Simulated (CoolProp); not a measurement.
c-C4F8 (RC318) at 367.48 K and 1.08 MPa flows at 0.67 m/s in a round tube of 20 mm bore and 1.5 µm roughness, fully developed (64/Re and Nu = 3.66 if laminar; Colebrook and Gnielinski if turbulent). Each further row changes one setting.

Values from CoolProp's reference Helmholtz-energy equation of state, Platzer 1990. This equation is an older, rougher fit.

```csv
case,Reynolds number,Darcy friction factor,pressure drop (Pa/m),heat-transfer coefficient (W/(m² K)),mass flow (kg/h)
as stated,(withheld),0.0193,(withheld),147,(withheld)
velocity 1.34 m/s,156000,(withheld),(withheld),258,131
diameter 40 mm,156000,(withheld),(withheld),127,262
```

Complete the blanks.


- as stated, Reynolds number: 77800
- as stated, pressure drop (Pa/m): 18.7
- as stated, mass flow (kg/h): 65.5
- velocity 1.34 m/s, Darcy friction factor: 0.0169
- velocity 1.34 m/s, pressure drop (Pa/m): 65.8
- diameter 40 mm, Darcy friction factor: 0.0167
- diameter 40 mm, pressure drop (Pa/m): 8.10

Viscosity comes from a separate model (Huber 2003), an estimate that may be off by 10 % or more. Thermal conductivity comes from a separate model (Huber 2003), an estimate that may be off by 10 % or more.
